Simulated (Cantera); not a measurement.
Charge: 1 mol CCl₄, 0.011 mol CH₄, at 3025 K and 1000 Pa.

Equilibrium computed with Cantera from the NASA thermochemical tables; the gas is ideal and each condensed phase is pure. Candidate condensed phases: C, C₆H₆, C₇H₈, C₈H₁₈; 91 gas species. The tables' values for CCl are old estimates; treat these amounts as uncertain. Rates play no part.

Base state: Cl 0.937, C₃ 0.0406, H 0.00693, C 0.00642, C₂ 0.00415, HCl 0.00329, C₅ 0.000802, C₄ 0.000147 (mole fractions); condensed: C(graphite).

Task: What changes in the equilibrium state with this change: temperature from 3025 K to 1975 K?

Result: 
| species | before | after |
|---|---|---|
| Cl | 0.937 | 0.968 |
| Cl₂ | 8.81e-5 | 0.0209 |
| HCl | 0.00329 | 0.0112 |
| C₃ | 0.0406 | 1.49e-9 |
| C₂ | 0.00415 | <1e-9 |
| C | 0.00642 | 1.76e-9 |
| C(graphite), mol | 0.410 | 1.01 |

Task: What changes in the equilibrium state with this change: CH₄ from 0.011 to 0.029 mol?

Result: 
```tsv
species	before	after
Cl	0.937	0.921
C₃	0.0406	0.0406
H	0.00693	0.0181
HCl	0.00329	0.00842
H₂	1.66e-5	0.000112
C₂H	8.25e-5	0.000215
C₂HCl	5.08e-6	1.30e-5
C(graphite), mol	0.410	0.419
```
